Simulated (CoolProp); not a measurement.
Aqueous ethanol as a coolant, at -8 °C, 1 atm.

Model: Melinder's fits for secondary coolants, in CoolProp.

```
mass %  freezing point (°C)  conductivity (W/(m K))  Prandtl number  viscosity (mPa s)  density (kg/m³)
------  -------------------  ----------------------  --------------  -----------------  ---------------
21.9                  -12.7                   0.431            90.5               8.97            975.9
26.7                  -17.0                   0.408             106               10.2            971.9
31.6                  -21.7                   0.385             116               11.0              ___
36.4                  -26.2                   0.364             121               11.2            960.4
41.3                    ___                   0.343             121               11.0            952.5
46.1                    ___                   0.325             ___               10.5              ___
```

Q: Fill in the missing entries.

A: 
- 31.6, density (kg/m³): 966.8
- 41.3, freezing point (°C): -30.7
- 46.1, freezing point (°C): -34.7
- 46.1, Prandtl number: 118
- 46.1, density (kg/m³): 943.6
